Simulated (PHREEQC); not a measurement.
Make-up at 25 °C: 0.24 mol Cu(NO3)2, 0.022 mol HCl and 0.5 mol KCl per kg of water. Closed to the air; pH follows from the charge balance.

All values are PHREEQC results (ion-association model, phreeqc.dat), not measurements.

This is a speciation only: nothing precipitates in the calculation.

Order these Cl species by the share of Cl that they hold, largest first: Cl-, CuCl2, CuCl+.

Cl- (90 %), CuCl+ (9.2 %), CuCl2 (1.3 %)

Order these Cu species by the share of Cu that they hold, largest first: CuCl+, Cu+2, CuCl2.

Cu+2 (79 %), CuCl+ (20 %), CuCl2 (1.4 %)

The pH is 1.79 and the ionic strength 1.14 mol/kgw. Caution: at this ionic strength the ion-association model is outside its range; a Pitzer model would be the better tool where its parameters exist.
